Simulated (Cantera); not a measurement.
Charge: 1 mol Si₃N₄, 0.088 mol H₂, equilibrated at 1 atm.

These are equilibrium values from Cantera (NASA tables, ideal gas, pure condensed phases), not measurements of a reactor. Candidate condensed phases: Si, Si₃N₄; 18 gas species. Mutual solubility and eutectic melting of coexisting phases are not modelled. The tables' values for SiN are old estimates; treat these amounts as uncertain. Gases not in the tables: Si₂H₆ and higher silanes. Equilibrium is a limit: real reactors are often held back by kinetics, nucleation or transport.

x: gas mole fraction; n: condensed amount in mol.

```tsv
T (K)	x H₂	x N₂	x Si	x H	n Si(l)	n Si₃N₄(s)
1875	0.971	0.0281	8.94e-6	0.000642	…	0.999
1975	0.882	0.116	3.19e-5	0.00128	…	0.994
2075	0.579	0.418	0.000101	0.00201	…	0.968
2175	0.0416	0.957	0.000285	0.000989	3.00	0
2275	0.0412	0.956	0.000735	0.00171	3.00	0
2375	0.0405	0.954	0.00175	0.00282	2.99	0
2475	0.0395	0.951	0.00388	0.00444	2.99	0
2575	0.0380	0.945	0.00808	0.00671	2.98	0
2675	0.0359	0.935	0.0159	0.00973	2.95	0
2775	0.0331	0.918	0.0298	0.0135	2.92	0
2875	0.0294	0.890	0.0534	0.0180	2.85	0
```

### Question
Complete the blanks.

### Answer

- 1875, n Si(l): 0.00381
- 1975, n Si(l): 0.0174
- 2075, n Si(l): 0.0951
